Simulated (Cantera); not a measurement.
Cantera run, input and output.

```python
import numpy as np
import cantera as ct

gas = ct.Solution("gri30.yaml")
gas.TPX = 1550, 76000, {'CH4': 1, 'O2': 3.33, 'N2': 12.5}
reactor = ct.IdealGasReactor(gas, energy="on", clone=False)
net = ct.ReactorNet([reactor])
net.rtol, net.atol = 1e-08, 1e-16
show = ['CH4', 'O2', 'H2', 'OH', 'HCO', 'CO', 'C2H6']
times = np.geomspace(1e-06, 0.1, 13)

steps = ct.SolutionArray(gas, extra=["t"])
rows = []
print(f"{'t/s':>10s}{'T/K':>9s}{'P/Pa':>11s}" + "".join(f"{s:>11s}" for s in show))
for t in times:
    while net.time < t:
        t_next = net.step()
        steps.append(gas.state, t=t_next)
    rows.append([np.interp(t, steps.t, y) for y in (steps.T, steps.P, *steps(*show).X.T)])
    print(f"{t:10.3e}{rows[-1][0]:9.1f}{rows[-1][1]:11.4g}" + "".join(f"{x:11.3e}" for x in rows[-1][2:]))
rate = np.gradient(steps.T, steps.t)
print("integrator steps:", len(steps.t))
if steps.T.max() > steps.T[0] + 200:
    print(f"time of steepest temperature rise: {steps.t[rate.argmax()]:.4e} s")
gas.TPX = 1550, 76000, {'CH4': 1, 'O2': 3.33, 'N2': 12.5}
gas.equilibrate("UV")
print(f"equilibrium (UV): T = {gas.T:.1f} K  " + "  ".join(f"{s} {gas[s].X[0]:.3e}" for s in show))
```

It prints:

```
       t/s      T/K       P/Pa        CH4         O2         H2         OH        HCO         CO       C2H6
 1.000e-06   1550.0    7.6e+04  5.942e-02  1.979e-01  1.041e-08  7.713e-09  4.312e-15  8.701e-14  4.065e-14
 2.610e-06   1550.0    7.6e+04  5.942e-02  1.979e-01  3.952e-08  1.871e-08  3.866e-14  1.880e-12  9.682e-13
 6.813e-06   1550.0    7.6e+04  5.942e-02  1.979e-01  1.216e-07  2.572e-08  3.279e-13  2.814e-11  2.302e-11
 1.778e-05   1550.0    7.6e+04  5.941e-02  1.979e-01  3.559e-07  3.936e-08  2.672e-12  4.247e-10  5.037e-10
 4.642e-05   1550.0    7.6e+04  5.941e-02  1.979e-01  1.129e-06  8.349e-08  2.394e-11  8.052e-09  1.175e-08
 1.212e-04   1549.9    7.6e+04  5.937e-02  1.978e-01  4.872e-06  2.626e-07  3.118e-10  2.247e-07  3.707e-07
 3.162e-04   1550.8  7.605e+04  5.899e-02  1.976e-01  4.947e-05  1.494e-06  1.062e-08  1.449e-05  2.160e-05
 8.254e-04   2549.3   1.29e+05  2.222e-17  7.873e-02  7.112e-03  2.137e-02  1.476e-08  1.908e-02  1.473e-32
 2.154e-03   2699.5  1.352e+05  3.030e-17  7.435e-02  4.670e-03  1.856e-02  6.775e-09  1.382e-02  8.527e-33
 5.623e-03   2689.4  1.346e+05  2.936e-17  7.091e-02  4.610e-03  1.790e-02  6.438e-09  1.360e-02  8.051e-33
 1.468e-02   2687.6  1.344e+05  2.919e-17  7.028e-02  4.599e-03  1.778e-02  6.377e-09  1.356e-02  7.965e-33
 3.831e-02   2687.6  1.344e+05  2.919e-17  7.027e-02  4.599e-03  1.778e-02  6.377e-09  1.355e-02  7.964e-33
 1.000e-01   2687.6  1.344e+05  2.919e-17  7.027e-02  4.599e-03  1.778e-02  6.377e-09  1.355e-02  7.964e-33
integrator steps: 1819
time of steepest temperature rise: 7.5874e-04 s
equilibrium (UV): T = 2687.6 K  CH4 4.155e-17  O2 7.027e-02  H2 4.599e-03  OH 1.778e-02  HCO 6.377e-09  CO 1.355e-02  C2H6 1.549e-32
```

Computed with Cantera and GRI-Mech 3.0 (53 species, 325 reactions).
